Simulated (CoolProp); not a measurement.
A single-stage vapour-compression cycle with the fluid: evaporating at 227.15 K (dew point), condensing at 260.15 K (bubble point), superheat 2 K, subcooling 0 K, compressor efficiency 0.9, no pressure losses. The same conditions are run with several fluids, on thermodynamics alone (safety and materials aside).

The numbers come from the reference Helmholtz-energy equation of state of each fluid (R13: Platzer 1990; dimethyl ether: Wu 2011; carbon dioxide: Span 1996; R507A: Lemmon 2003; R124: de Vries 1995; R227EA: Lemmon 2016) in CoolProp. The equations of Platzer and Polt are older, rougher fits. Blends and air are pseudo-pure fits.

```json
[
 {"fluid": "R13", "cooling COP": "…", "pressure ratio": "2.87", "discharge temperature (K)": "275.4", "refrigerating effect (kJ/kg)": "96.7", "volumetric capacity (kJ/m³)": "2920"},
 {"fluid": "dimethyl ether", "cooling COP": "5.53", "pressure ratio": "…", "discharge temperature (K)": "…", "refrigerating effect (kJ/kg)": "418", "volumetric capacity (kJ/m³)": "…"},
 {"fluid": "carbon dioxide", "cooling COP": "4.89", "pressure ratio": "3.04", "discharge temperature (K)": "306.3", "refrigerating effect (kJ/kg)": "266", "volumetric capacity (kJ/m³)": "5490"},
 {"fluid": "R507A", "cooling COP": "…", "pressure ratio": "3.86", "discharge temperature (K)": "273.0", "refrigerating effect (kJ/kg)": "…", "volumetric capacity (kJ/m³)": "889"},
 {"fluid": "R124", "cooling COP": "5.49", "pressure ratio": "5.16", "discharge temperature (K)": "272.4", "refrigerating effect (kJ/kg)": "148", "volumetric capacity (kJ/m³)": "202"},
 {"fluid": "R227EA", "cooling COP": "…", "pressure ratio": "5.09", "discharge temperature (K)": "261.2", "refrigerating effect (kJ/kg)": "…", "volumetric capacity (kJ/m³)": "230"}
]
```

Fill in the missing entries.


- R13, cooling COP: 4.91
- dimethyl ether, pressure ratio: 4.53
- dimethyl ether, discharge temperature (K): 288.8
- dimethyl ether, volumetric capacity (kJ/m³): 374
- R507A, cooling COP: 5.33
- R507A, refrigerating effect (kJ/kg): 156
- R227EA, cooling COP: 5.29
- R227EA, refrigerating effect (kJ/kg): 110
